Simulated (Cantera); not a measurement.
A closed system holds: 1 mol Si₂Cl₆, 1.5 mol HCl, 420 mol H₂, equilibrated at 848.15 K and 0.0100 bar.

Equilibrium computed with Cantera from the NASA thermochemical tables; the gas is ideal and each condensed phase is pure. Candidate condensed phases: Si; 19 gas species. The feed counts by its element totals alone. The tables' values for SiCl₃ are old estimates; treat these amounts as uncertain. Kinetics and transport are ignored.

Base state: H₂ 0.993, HCl 0.00334, SiCl₄ 0.00261, SiHCl₃ 0.00126, SiH₂Cl₂ 5.34e-5, SiCl₃ 2.19e-5, SiCl₂ 1.33e-5 (mole fractions); condensed: Si(s).

Question: What changes in the equilibrium state with this change: Si₂Cl₆ replaced by SiCl₄?

Answer: 
| species | before | after |
|---|---|---|
| H₂ | 0.993 | 0.993 |
| HCl | 0.00334 | 0.00426 |
| SiCl₄ | 0.00261 | 0.00169 |
| SiCl₂ | 1.33e-5 | 5.29e-6 |
| SiH₂Cl₂ | 5.34e-5 | 2.13e-5 |
| SiCl₃ | 2.19e-5 | 1.11e-5 |
| Si(s), mol | 0.328 | 0 |

Question: What changes in the equilibrium state with this change: temperature from 848.15 K to 1423 K?

Answer: 
```tsv
species	before	after
H₂	0.993	0.983
HCl	0.00334	0.0161
SiCl₂	1.33e-5	0.000791
SiCl₄	0.00261	1.45e-7
H	<1e-9	6.59e-5
SiHCl₃	0.00126	6.90e-7
SiH₂Cl₂	5.34e-5	5.00e-7
SiCl₃	2.19e-5	5.39e-6
Si(s), mol	0.328	1.66
```
